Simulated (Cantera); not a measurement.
Feed: 1 mol SiO₂, a varied amount of CH₄, 7.8 mol N₂, at 1825 K and 0.00133 bar.

Cantera equilibrium calculation (NASA polynomials, part measured and part estimated; ideal gas, pure solids and liquids). Candidate condensed phases: C, C₆H₆, C₇H₈, C₈H₁₈, H₂O, Si, SiC, SiO₂, Si₂N₂O, Si₃N₄; 151 gas species. The tables hold silica as quartz up to 1696 K and as liquid above; real silica turns to tridymite and cristobalite and melts near 1996 K. Rates play no part.

Which condensed phases are stable at each of these points (n(CH₄) (mol)): 0.54, 0.67, 0.85, 1.1, 1.3, 1.7, 2.1, 2.7, 3.4?


| n(CH₄) (mol) | condensed phases | Si condensed (%) |
|---|---|---|
| 0.54 | SiO₂(condensed) | 40.8 |
| 0.67 | SiO₂(condensed) | 27.4 |
| 0.85 | SiO₂(condensed) | 8.9 |
| 1.1 | SiC(s) | 4.1 |
| 1.3 | SiC(s) | 14.2 |
| 1.7 | SiC(s) | 34.2 |
| 2.1 | SiC(s) | 54.2 |
| 2.7 | SiC(s) | 84.1 |
| 3.4 | C(graphite) + SiC(s) | 98.6 |

From 0.54 mol CH₄ to 0.85 mol CH₄ the condensed part is SiO₂(condensed). From 1.1 mol CH₄ to 2.7 mol CH₄ the condensed part is SiC(s). At 3.4 mol CH₄ the condensed part is C(graphite) + SiC(s).
